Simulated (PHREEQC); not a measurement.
Dissolve 0.12 mol/kgw NaHSO4 and 3.5e-05 mol/kgw Na2HPO4 at 25 °C. Closed to the air; pH follows from the charge balance.

Model: ion-association model, wateq4f.dat, run in PHREEQC.

Question: The ionic strength comes out as 0.208 mol/kgw. What activity coefficients do HSO4-, SO4-2, Na+, H2PO4-, NaSO4- get?

Answer: HSO4- 0.73, SO4-2 0.29, Na+ 0.74, H2PO4- 0.74, NaSO4- 0.74.

No solid was allowed to form. H3PO4, which wateq4f.dat lacks, is added to it with the constant of phreeqc.dat.
